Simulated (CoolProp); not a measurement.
Vapour-liquid equilibrium of carbon dioxide (1) + R123 (2) at 233.1 K; x and y are mole fractions of (1).

Computed with CoolProp (multi-fluid Helmholtz-energy mixture model, Span 1996 and Younglove 1994; pair parameters Bell 2016).

```csv
x,bubble pressure (bar),y at the bubble point,dew pressure at overall composition x (bar),liquid density (mol/L)
0.05,0.4133,0.916,0.03751,10.97
0.2,1.487,0.979,0.04453,12.22
0.35,___,0.990,___,___
0.5,4.035,0.995,0.07111,15.55
0.65,___,0.997,0.1013,17.79
0.8,7.550,0.999,___,20.58
0.95,___,1.000,0.6750,24.05
```

What belongs in the gaps?


- 0.35, bubble pressure (bar): 2.648
- 0.35, dew pressure at overall composition x (bar): 0.05476
- 0.35, liquid density (mol/L): 13.72
- 0.65, bubble pressure (bar): 5.692
- 0.8, dew pressure at overall composition x (bar): 0.1763
- 0.95, bubble pressure (bar): 9.430

No azeotrope shows between x = 0.05 and 0.95.

Pair parameters are fitted to limited data, so mixtures are less certain than the pure fluids.
